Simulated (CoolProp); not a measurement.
Vapour-liquid equilibrium of cyclohexane (1) + ethylbenzene (2) at 0.0136 MPa; x and y are mole fractions of (1).

The numbers come from the multi-fluid Helmholtz-energy mixture model, Zhou 2014 and Zhou 2012; pair parameters Bell 2016 in CoolProp.

```json
[
 {"x": "0.05", "bubble temperature (K)": "340.3", "y at the bubble point": "0.297", "dew temperature at overall composition x (K)": "346.6", "liquid density (mol/L)": "7.816"},
 {"x": "0.2", "bubble temperature (K)": "[?]", "y at the bubble point": "[?]", "dew temperature at overall composition x (K)": "342.9", "liquid density (mol/L)": "8.083"},
 {"x": "0.35", "bubble temperature (K)": "316.1", "y at the bubble point": "0.835", "dew temperature at overall composition x (K)": "338.7", "liquid density (mol/L)": "8.306"},
 {"x": "0.5", "bubble temperature (K)": "310.3", "y at the bubble point": "0.901", "dew temperature at overall composition x (K)": "[?]", "liquid density (mol/L)": "8.509"},
 {"x": "0.65", "bubble temperature (K)": "306.2", "y at the bubble point": "0.940", "dew temperature at overall composition x (K)": "327.3", "liquid density (mol/L)": "8.706"},
 {"x": "0.8", "bubble temperature (K)": "303.0", "y at the bubble point": "0.968", "dew temperature at overall composition x (K)": "318.7", "liquid density (mol/L)": "8.905"},
 {"x": "0.95", "bubble temperature (K)": "300.1", "y at the bubble point": "[?]", "dew temperature at overall composition x (K)": "305.0", "liquid density (mol/L)": "9.113"}
]
```

Task: What belongs in the gaps?

Result: 
- 0.2, bubble temperature (K): 325.0
- 0.2, y at the bubble point: 0.695
- 0.5, dew temperature at overall composition x (K): 333.6
- 0.95, y at the bubble point: 0.992

No azeotrope shows between x = 0.05 and 0.95.

The pair parameters rest on a limited set of measurements; away from them the model extrapolates.
